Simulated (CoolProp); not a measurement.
A single-stage vapour-compression cycle with R141b: evaporating at 316.15 K (dew point), condensing at 386.15 K (bubble point), superheat 10 K, subcooling 5 K, compressor efficiency 0.75, no pressure losses. Each further row changes one setting.

Computed with CoolProp (reference Helmholtz-energy equation of state, Lemmon 2006). It is a short technical equation, of lower accuracy than the large ones.

```csv
case,cooling COP,pressure ratio,discharge temperature (K),refrigerating effect (kJ/kg),volumetric capacity (kJ/m³)
as stated,2.60,6.11,403.6,145,957
evaporating temperature 321.15 K,2.91,5.21,402.4,148,1140
condensing temperature 381.15 K,2.89,5.50,398.7,151,1000
subcooling 10 K,2.72,6.11,403.6,151,1000
superheat 20 K,2.65,6.11,414.0,153,978
compressor efficiency 0.65,2.26,6.11,412.0,145,957
```
